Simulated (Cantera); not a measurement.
Feed: 1 mol SiCl4, 0.011 mol C3H8, 57 mol H2, 0.26 mol C2H2, equilibrated at 2548.15 K and 0.100 bar.

These are equilibrium values from Cantera (NASA tables, ideal gas, pure condensed phases), not measurements of a reactor. Candidate condensed phases: C, C6H6, C7H8, C8H18, Si, SiC; 109 gas species. The tables' values for SiCl are old estimates; treat these amounts as uncertain. Gases not in the tables: Si2H6 and higher silanes. Rates play no part.

Base state: H2 0.832, H 0.0892, HCl 0.0565, Si 0.0110, Cl 0.00427, C2H2 (acetylene) 0.00311, SiC2 0.000928, SiCl2 0.000889 (mole fractions); condensed: gas only.

Q: What changes in the equilibrium state with this change: SiCl4 replaced by SiH4?

A: 
```csv
species,before,after
H2,0.832,0.890
H,0.0892,0.0923
Si,0.0110,0.0123
HCl,0.0565,0
Cl,0.00427,0
SiCl2,0.000889,0
SiCl,0.000802,0
Si2,5.14e-5,6.39e-5
SiH2,0.000164,0.000196
Si2C,0.000577,0.000686
```
